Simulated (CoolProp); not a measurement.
C2F6 (R116) along the isotherm 315.1 K: Z from the reference equation and from simpler models built on Tc = 293.0 K, pc = 3048 kPa, ω = 0.257; each cubic takes its own stable root.

Model: reference Helmholtz-energy equation of state, Lemmon 2006, in CoolProp. It is a short technical equation, of lower accuracy than the large ones.

```tsv
p (kPa)	phase	reference
286	gas	0.9753
571	gas	0.9498
857	gas	0.9232
1140	gas	0.8959
1430	gas	0.8667
1710	gas	0.8372
2000	gas	0.8051
2290	gas	0.7712
2570	gas	0.7367
2860	gas	0.6986
3140	supercritical	0.6594
3430	supercritical	0.6157
3710	supercritical	0.5705
4000	supercritical	0.5206
4290	supercritical	0.4699
4570	supercritical	0.4265
```

How far does each simpler model (van der Waals, Peng-Robinson) lie from the reference over these 16 states: mean and median of the absolute difference, and the worst?


- van der Waals: mean 3.2 %, median 0.4 %, worst -14.2 % at 315.1 K and 4000 kPa
- Peng-Robinson: mean 2.1 %, median 2.2 %, worst -3.4 % at 315.1 K and 3140 kPa
